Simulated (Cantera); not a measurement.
## Diamond growth

A diamond (100) surface in a fixed gas of H2 with x(CH4) = 0.0072, x(H) = 0.013, at 1300 K, 0.128 atm; coverages are run to steady state.

Detailed kinetics in Cantera: the Harris–Goodwin 1993 mechanism for the reconstructed diamond (100) surface.

```csv
x(CH3),growth (µm/h),θ c6HH,θ c6H*,θ c6*H,θ c6**,θ c6HM
1e-06,0.0700,0.379,0.0496,0.525,0.0459,4.55e-6
2.4e-06,0.168,0.379,0.0496,0.525,0.0459,1.09e-5
5.8e-06,0.406,0.379,0.0496,0.525,0.0459,2.64e-5
1.4e-05,0.980,0.379,0.0496,0.525,0.0459,6.36e-5
3.4e-05,2.38,0.379,0.0495,0.525,0.0459,0.000154
8.3e-05,5.80,0.379,0.0495,0.525,0.0458,0.000377
0.0002,13.9,0.378,0.0495,0.524,0.0457,0.000906
0.00048,33.3,0.378,0.0493,0.523,0.0453,0.00216
0.0012,82.1,0.376,0.0490,0.520,0.0445,0.00535
```
θ: site fractions in the mechanism's names (c6HH fully hydrogenated, c6H* and c6*H radical sites, c6** diradical, c6HM methylated).
